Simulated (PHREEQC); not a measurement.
A solution holds 6.3 mmol/kgw Cu(NO3)2, at 40 °C. It is in equilibrium with CO2 at log p = -2 (atm). Otherwise closed; pH follows from the charge balance.

All values are PHREEQC results (ion-association model, wateq4f.dat), not measurements.

No solid was allowed to form.

Q: What pH does the model give?

A: pH 4.58.

Q: In which forms is C present?

A: CO2 94 %, CuHCO3+ 3.9 %, HCO3- 2.1 % of the C.

At this temperature some constants are extrapolated from 25 °C, and those without enthalpy data are left unchanged.
